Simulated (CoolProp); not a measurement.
Vapour-liquid equilibrium of carbon dioxide (1) + CH2F2 (R32) (2) at -0.95 °C; x and y are mole fractions of (1).

Model: multi-fluid Helmholtz-energy mixture model, Span 1996 and Tillner-Roth 1997; pair parameters Bell 2016, in CoolProp.

| x | bubble pressure, mixture model (MPa) | bubble pressure, Raoult's law (MPa) | y, mixture model | y, Raoult's law |
|---|---|---|---|---|
| 0.05 | 0.9096 | 0.9191 | 0.156 | 0.185 |
| 0.2 | 1.281 | 1.311 | 0.460 | 0.519 |
| 0.35 | 1.659 | 1.702 | 0.636 | 0.699 |
| 0.5 | 2.039 | 2.093 | 0.754 | 0.812 |
| 0.65 | 2.425 | 2.485 | 0.841 | 0.889 |
| 0.8 | 2.823 | 2.876 | 0.913 | 0.945 |
| 0.95 | 3.248 | 3.268 | 0.978 | 0.988 |

The largest gap from Raoult's law is -2.6 % in bubble pressure, at x = 0.5. No azeotrope shows between x = 0.05 and 0.95.

Pair parameters are fitted to limited data, so mixtures are less certain than the pure fluids.
